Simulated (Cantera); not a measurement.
Mixture: CO : H2 : O2 : N2 = 1 : 0.13 : 0.514 : 2.26 (molar parts), at 21.0 bar, adiabatic and at constant pressure. Ignition delay is the time to a rise of 400 K.

Computed with Cantera and GRI-Mech 3.0 (53 species, 325 reactions). The hydrogen kinetics of GRI-Mech 3.0 are dated; newer H2 mechanisms differ, most at raised pressure. The pressure lies above the range GRI-Mech 3.0 was tuned for (to about 10 atm).

### Question
Predict: delay at 1100 K; delay at 1200 K; delay at 1300 K; delay at 1400 K; apparent activation energy between 1350 and 1450 K.

### Answer
| Quantity | Value |
|---|---|
| delay at 1100 K | 0.378 ms |
| delay at 1200 K | 60.5 µs |
| delay at 1300 K | 12.5 µs |
| delay at 1400 K | 4.40 µs |
| apparent activation energy between 1350 and 1450 K | 130 kJ/mol |
